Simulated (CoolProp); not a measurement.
The numbers come from the reference Helmholtz-energy equation of state, Thol 2018 in CoolProp.

**Question.** Give the vapour pressure (kPa), vapour density (kg/m³) of saturated hydrogen chloride at -97.85 °C.

**Answer.** 
```
T (°C)  p (kPa)  vapour density (kg/m³)
------  -------  ----------------------
-97.85     46.0                    1.17
```
